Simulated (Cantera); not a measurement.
A perfectly stirred reactor is fed with 38.7 % H2, 12.9 % O2, 48.4 % N2, equivalence ratio 1.5, at 1.00 bar; it is adiabatic with a 723 K inlet, and is followed from long to short residence time, starting on the burning branch (τ in s: 0.15, 0.057, 0.022, 0.0084, 0.0032, 0.0012, 0.00047, 0.00018, 7e-05, 2.7e-05, 1e-05, 3.9e-06).

Cantera simulation using the H2/O2 subset of GRI-Mech 3.0, which has no nitrogen chemistry; the numbers are that mechanism's predictions, not measurements.

Predict: blow-out, bracketed by the residence times tried; x(H2) at τ = 0.150 s; x(O2) at τ = 0.150 s; x(OH) at τ = 0.150 s; x(O) at τ = 0.150 s; x(HO2) at τ = 0.150 s; x(H2) at τ = 0.470 ms; x(O2) at τ = 0.470 ms; x(OH) at τ = 0.470 ms; x(O) at τ = 0.470 ms; x(HO2) at τ = 0.470 ms.


```json
{
  "blow_out_bracketed_by_the_residence_times_tried": "burning at 10.0 µs, out at 3.90 µs",
  "x(H2) at τ = 0.150 s": "0.145",
  "x(O2) at τ = 0.150 s": "0.000189",
  "x(OH) at τ = 0.150 s": "0.00459",
  "x(O) at τ = 0.150 s": "0.000227",
  "x(HO2) at τ = 0.150 s": "1.35e-7",
  "x(H2) at τ = 0.470 ms": "0.136",
  "x(O2) at τ = 0.470 ms": "0.00258",
  "x(OH) at τ = 0.470 ms": "0.0120",
  "x(O) at τ = 0.470 ms": "0.00263",
  "x(HO2) at τ = 0.470 ms": "1.52e-6"
}
```
